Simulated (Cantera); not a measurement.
A closed system holds: 1 mol CH3SiH3, 0.029 mol HCl, 1.1 mol H2, 0.025 mol C2H2, held at 2223 K and 0.310 bar.

Cantera equilibrium calculation (NASA polynomials, part measured and part estimated; ideal gas, pure solids and liquids). Candidate condensed phases: C, C6H6, C7H8, C8H18, Si, SiC; 109 gas species. The feed counts by its element totals alone. Gases not in the tables: Si2H6 and higher silanes. The numbers say what is thermodynamically allowed, not how fast it happens.

Base state: H2 0.978, H 0.0114, HCl 0.00685, C2H2 (acetylene) 0.00284, Si 0.000171, CH4 7.43e-5, Cl 5.79e-5, SiH 3.98e-5 (mole fractions); condensed: C(graphite) + SiC(s).

Problem. What changes in the equilibrium state with this change: pressure from 0.310 bar to 0.540 bar?

Solution. 
```csv
species,before,after
H2,0.978,0.981
H,0.0114,0.00864
HCl,0.00685,0.00688
Si,0.000171,9.79e-5
CH4,7.43e-5,0.000130
SiC2,1.79e-5,1.03e-5
Si2C,1.08e-5,6.21e-6
CH3,1.65e-5,2.18e-5
"C(graphite), mol",0.0269,0.0262
"SiC(s), mol",0.999,0.999
```

Problem. What changes in the equilibrium state with this change: temperature from 2223 K to 1073.15 K?

Solution. 
```tsv
species	before	after
H2	0.978	0.981
CH4	7.43e-5	0.0122
HCl	0.00685	0.00706
H	0.0114	2.50e-8
C2H2 (acetylene)	0.00284	5.60e-9
SiCl2	1.04e-5	7.89e-8
Si	0.000171	<1e-9
Cl	5.79e-5	<1e-9
SiH	3.98e-5	<1e-9
SiH2	3.73e-5	<1e-9
C(graphite), mol	0.0269	0
SiC(s), mol	0.999	1.000
```
